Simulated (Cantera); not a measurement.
Input (Python, Cantera) and output of one run.

```python
import numpy as np
import cantera as ct

gas_names = """
    H HO2 H2 H2O H2O2 Nb NbO NbO2 O OH O2 O3
""".split()
cond_names = """
    H2O(s) H2O(L) Nb(cr) Nb(L) NbO(s) NbO(L) NbO2(I) NbO2(II) NbO2(III) NbO2(L) Nb2O5(s) Nb2O5(L)
""".split()


# ... load() reads the species with a 1 bar reference pressure and builds the phases ...
atoms = {
    'Nb': {'Nb': 1},
    'H2O': {'H': 2, 'O': 1},
    'H2': {'H': 2},
}
top_T = {}  # K; cautious upper limits of use, not melting points


# ... equilibrate(T, P, feed) seeds the gas with the atoms and calls Mixture.equilibrate('TP', solver="vcs", rtol=1e-11, max_steps=5000) ...
results = []
feed = {'Nb': 1, 'H2O': 0.011, 'H2': 100}  # mol
P = 460  # Pa
for T in [1273, 1473, 1673, 1873, 2073, 2273, 2473, 2673]:
    mix = equilibrate(T, P, feed)
    results.append((T, P, feed, dict(zip(mix.species_names, mix.species_moles))))
    x = sorted(zip(gas.X, gas.species_names), reverse=True)
    print(f"T = {T:g} K  P = {P:g} Pa  gas = {mix.phase_moles(0):.4g} mol")
    print("   x: " + "  ".join(f"{s} {v:.3e}" for v, s in x if v > 1e-06))
    print("   condensed (mol): " + ("  ".join(f"{mix.phase(i).name} {mix.phase_moles(i):.4g}"
          for i in range(1, mix.n_phases) if mix.phase_moles(i) > 1e-12) or "none"))
```

It prints:

```
T = 1273 K  P = 460 Pa  gas = 100 mol
   x: H2 1.000e+00  H 1.051e-05  H2O 5.814e-06
   condensed (mol): Nb(cr) 0.9896  NbO(s) 0.01042
T = 1473 K  P = 460 Pa  gas = 100 mol
   x: H2 9.998e-01  H 1.865e-04  H2O 4.773e-05
   condensed (mol): Nb(cr) 0.9938  NbO(s) 0.006226
T = 1673 K  P = 460 Pa  gas = 100.1 mol
   x: H2 9.982e-01  H 1.678e-03  H2O 1.098e-04
   condensed (mol): Nb(cr) 1
T = 1873 K  P = 460 Pa  gas = 100.5 mol
   x: H2 9.904e-01  H 9.470e-03  H2O 1.086e-04
   condensed (mol): Nb(cr) 0.9999
T = 2073 K  P = 460 Pa  gas = 102 mol
   x: H2 9.619e-01  H 3.803e-02  H2O 9.960e-05  NbO 5.859e-06
   condensed (mol): Nb(cr) 0.9993
T = 2273 K  P = 460 Pa  gas = 106.2 mol
   x: H2 8.835e-01  H 1.164e-01  H2O 6.233e-05  NbO 3.592e-05  NbO2 1.971e-06  OH 1.275e-06
   condensed (mol): Nb(cr) 0.996
T = 2473 K  P = 460 Pa  gas = 116.2 mol
   x: H2 7.208e-01  H 2.791e-01  NbO 7.453e-05  H2O 1.697e-05  Nb 5.188e-06  OH 1.320e-06
   condensed (mol): Nb(cr) 0.9906
T = 2673 K  P = 460 Pa  gas = 135.4 mol
   x: H 5.223e-01  H2 4.776e-01  NbO 7.738e-05  Nb 7.198e-05  H2O 2.504e-06
   condensed (mol): Nb(cr) 0.9798
```

These are equilibrium values from Cantera (NASA tables, ideal gas, pure condensed phases), not measurements of a reactor. Mutual solubility and eutectic melting of coexisting phases are not modelled. NbO: taken at fixed stoichiometry. Condensed phases not in the tables: N, O or C dissolved in the metal.
